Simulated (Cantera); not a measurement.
A perfectly stirred reactor is fed with 9.05 % CH₃OH, 19.1 % O₂, 71.9 % N₂, at 0.480 bar; it is adiabatic with a 525 K inlet, and is followed from long to short residence time, starting on the burning branch (τ in s: 0.33, 0.11, 0.038, 0.013, 0.0043, 0.0014, 0.00049, 0.00016, 5.5e-05).

Detailed kinetics in Cantera: GRI-Mech 3.0 (53 species, 325 reactions). GRI-Mech 3.0 was tuned for natural gas; its chemistry of methanol as a main component is partial and can be far from experiment.

Predict: blow-out, bracketed by the residence times tried; x(CH₃OH) at τ = 0.330 s; x(O₂) at τ = 0.330 s; x(H) at τ = 0.330 s; x(HCO) at τ = 0.330 s; x(NO) at τ = 0.330 s; x(CH₃OH) at τ = 4.30 ms; x(O₂) at τ = 4.30 ms; x(H) at τ = 4.30 ms; x(HCO) at τ = 4.30 ms; x(NO) at τ = 4.30 ms.


| Quantity | Result |
|---|---|
| blow-out, bracketed by the residence times tried | burning at 0.490 ms, out at 0.160 ms |
| x(CH₃OH) at τ = 0.330 s | 8.16e-7 |
| x(O₂) at τ = 0.330 s | 0.0525 |
| x(H) at τ = 0.330 s | 0.000117 |
| x(HCO) at τ = 0.330 s | 2.25e-8 |
| x(NO) at τ = 0.330 s | 0.000560 |
| x(CH₃OH) at τ = 4.30 ms | 1.80e-5 |
| x(O₂) at τ = 4.30 ms | 0.0562 |
| x(H) at τ = 4.30 ms | 0.00223 |
| x(HCO) at τ = 4.30 ms | 1.65e-6 |
| x(NO) at τ = 4.30 ms | 3.03e-5 |
